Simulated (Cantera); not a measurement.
A closed system holds: 1 mol PbS, 2.8 mol H2, at 17.0 mbar.

Cantera equilibrium calculation (NASA polynomials, part measured and part estimated; ideal gas, pure solids and liquids). Candidate condensed phases: Pb, PbS, S; 10 gas species. Equilibrium is a limit: real reactors are often held back by kinetics, nucleation or transport. All values below are at 1598 K.

Base state: H2 0.688, PbS 0.181, Pb 0.0759, H2S 0.0304, S2 0.0213, SH 0.00282, H 0.000339, S 0.000132 (mole fractions); condensed: gas only.

Task: What changes in the equilibrium state with this change: H2 from 2.8 to 2700 mol?

Result: 
| species | before | after |
|---|---|---|
| H2 | 0.688 | 0.999 |
| H | 0.000339 | 0.000408 |
| Pb | 0.0759 | 0.000364 |
| PbS | 0.181 | 6.57e-6 |
| S2 | 0.0213 | 1.22e-6 |
| H2S | 0.0304 | 0.000334 |
| S | 0.000132 | 1.00e-6 |
| SH | 0.00282 | 2.57e-5 |
